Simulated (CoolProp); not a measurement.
Model: reference Helmholtz-energy equation of state, Lemmon 2003, in CoolProp. It is a pseudo-pure fit of the blend.

### Question
For R507A, give the phase and the density (kg/m³), cv (kJ/(kg K)), Joule-Thomson coefficient (K/MPa), isothermal compressibility (1/MPa) at 321.3 K and 18.5 MPa; 335.1 K and 18.5 MPa; 500 K and 18.5 MPa.

### Answer
- 321.3 K and 18.5 MPa: liquid; density 1100, cv 0.935, Joule-Thomson coefficient -0.0655, isothermal compressibility 0.00541
- 335.1 K and 18.5 MPa: liquid; density 1050, cv 0.953, Joule-Thomson coefficient 0.0116, isothermal compressibility 0.00668
- 500 K and 18.5 MPa: supercritical; density 530, cv 1.14, Joule-Thomson coefficient 1.28, isothermal compressibility 0.0423
